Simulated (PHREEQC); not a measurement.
# Brine: an equilibrium model

Dissolve 0.042 mol CaCl2, 0.013 mol Na2SO4 and 0.012 mol MgCl2 per kg of water at 25 °C. Closed to the air; pH follows from the charge balance.

Computed with PHREEQC (Pitzer model, pitzer.dat).

No solid was allowed to form.

Predict the specific conductance, osmotic coefficient, density.

specific conductance 12700 µS/cm; osmotic coefficient 0.844; density 1.003 g/cm³.
